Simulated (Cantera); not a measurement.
Feed: 1 mol C₃H₆, 0.041 mol H₂O, 1.5 mol H₂, held at 1550 °C and 0.100 bar.

These are equilibrium values from Cantera (NASA tables, ideal gas, pure condensed phases), not measurements of a reactor. Candidate condensed phases: C, C₆H₆, C₇H₈, C₈H₁₈, H₂O; 110 gas species. The numbers say what is thermodynamically allowed, not how fast it happens.

Base state: H₂ 0.989, CO 0.00894, H 0.00136, C₂H₂ (acetylene) 0.000209, CH₄ 6.98e-5 (mole fractions); condensed: C(graphite).

### Question
What changes in the equilibrium state with this change: H₂O from 0.041 to 0.13 mol?

### Answer
| species | before | after |
|---|---|---|
| H₂ | 0.989 | 0.971 |
| CO | 0.00894 | 0.0273 |
| H | 0.00136 | 0.00135 |
| CH₄ | 6.98e-5 | 6.73e-5 |
| C₂H₂ (acetylene) | 0.000209 | 0.000205 |
| C(graphite), mol | 2.96 | 2.87 |
